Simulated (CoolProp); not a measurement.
A Linde-Hampson liquefier for normal hydrogen: isothermal reversible compression at 200 K from 1 atm to 20 MPa, throttling to 1 atm, return gas leaving the recuperator 10 K below the feed. Each further row changes one setting.

Values from CoolProp's reference Helmholtz-energy equation of state, Leachman 2009.

```csv
case,compression work (kJ/kg of gas)
as stated,4480
high pressure 40 MPa,5200
warm-end temperature 230 K,5150
warm-end gap 15 K,4480
```
